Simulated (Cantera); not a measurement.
A perfectly stirred reactor is fed with 90.2 % NO, 9.02 % N2, 0.731 % H2O, at 0.590 bar; it is held at 2100 K, and followed from long to short residence time.

Detailed kinetics in Cantera: GRI-Mech 3.0 (53 species, 325 reactions).

Question: Predict: x(NO) at τ = 1.20 s; x(N2O) at τ = 1.20 s; x(N2) at τ = 1.20 s; x(O) at τ = 1.20 s; x(NO2) at τ = 1.20 s; x(NO) at τ = 60.0 ms; x(N2O) at τ = 60.0 ms; x(N2) at τ = 60.0 ms; x(O) at τ = 60.0 ms; x(NO2) at τ = 60.0 ms.

Answer: 
- x(NO) at τ = 1.20 s: 0.200
- x(N2O) at τ = 1.20 s: 1.48e-5
- x(N2) at τ = 1.20 s: 0.441
- x(O) at τ = 1.20 s: 0.00108
- x(NO2) at τ = 1.20 s: 0.000291
- x(NO) at τ = 60.0 ms: 0.743
- x(N2O) at τ = 60.0 ms: 0.000215
- x(N2) at τ = 60.0 ms: 0.169
- x(O) at τ = 60.0 ms: 0.000548
- x(NO2) at τ = 60.0 ms: 0.000520
